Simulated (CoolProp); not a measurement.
Ethanol at 293.15 K and 0.154 MPa flows at 11 m/s in a round tube of 50 mm bore and 15 µm roughness, fully developed (64/Re and Nu = 3.66 if laminar; Colebrook and Gnielinski if turbulent). Each further row changes one setting.

Computed with CoolProp (reference Helmholtz-energy equation of state, Schroeder 2014).

```
case             Reynolds number  Darcy friction factor  pressure drop (Pa/m)  heat-transfer coefficient (W/(m² K))  mass flow (kg/h)
---------------  ---------------  ---------------------  --------------------  ------------------------------------  ----------------
as stated                 364000             (withheld)                 15900                            (withheld)             61400
velocity 22 m/s           727000             (withheld)                 60800                            (withheld)            123000
diameter 100 mm           727000             (withheld)                  6900                                  9190            246000
```

### Question
Complete the blanks.

### Answer

- as stated, Darcy friction factor: 0.0167
- as stated, heat-transfer coefficient (W/(m² K)): 10000
- velocity 22 m/s, Darcy friction factor: 0.0159
- velocity 22 m/s, heat-transfer coefficient (W/(m² K)): 19500
- diameter 100 mm, Darcy friction factor: 0.0144

Viscosity comes from a separate model (Kiselev 2005). Thermal conductivity comes from a separate model (Assael 2013).
